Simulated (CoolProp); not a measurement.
Saturation properties of R113.

Values from CoolProp's reference Helmholtz-energy equation of state, Marx 1992.

| T (°C) | p (MPa) | vapour density (kg/m³) | enthalpy of vaporisation (kJ/kg) | liquid cp (kJ/(kg K)) | surface tension (mN/m) |
|---|---|---|---|---|---|
| 91.95 | 0.3597 | 24.72 | 128.7 | 0.9939 | 10.00 |
| 96.65 | 0.4033 | 27.63 | 126.8 | 1.001 | 9.52 |
| 101.35 | 0.4507 | 30.80 | 124.9 | 1.008 | 9.05 |
| 106.05 | 0.5021 | 34.26 | 122.9 | 1.015 | 8.59 |
| 110.75 | 0.5578 | 38.03 | 120.8 | 1.023 | 8.13 |
| 115.45 | 0.6180 | 42.14 | 118.7 | 1.031 | 7.67 |
| 120.15 | 0.6829 | 46.62 | 116.5 | 1.040 | 7.22 |
| 124.85 | 0.7527 | 51.49 | 114.3 | 1.050 | 6.77 |
| 129.55 | 0.8277 | 56.80 | 111.9 | 1.060 | 6.33 |
| 134.25 | 0.9081 | 62.57 | 109.5 | 1.071 | 5.90 |

It boils at 47.6 °C under 1 atm.

Surface tension comes from a separate correlation (Mulero 2012).
